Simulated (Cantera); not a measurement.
Charge: 1 mol SiCl4, 2.1 mol H2O, 5 mol H2, 0.33 mol N2O, held at 800 K and 0.0100 bar.

Method: chemical equilibrium by Gibbs-energy minimisation in Cantera with the NASA 1993 tables (ideal gas, pure condensed phases). Candidate condensed phases: H2O, NH4Cl, Si, SiO2, Si2N2O, Si3N4; 47 gas species. Kinetics and transport are ignored.

Base state: H2 0.495, HCl 0.424, H2O 0.0456, N2 0.0350 (mole fractions); condensed: SiO2(α-quartz).

Question: What changes in the equilibrium state with this change: N2O from 0.33 to 3.2 mol?

Answer: 
```csv
species,before,after
HCl,0.424,0.325
H2O,0.0456,0.268
N2,0.0350,0.260
H2,0.495,0.146
"SiO2(α-quartz), mol",1.00,1.00
```
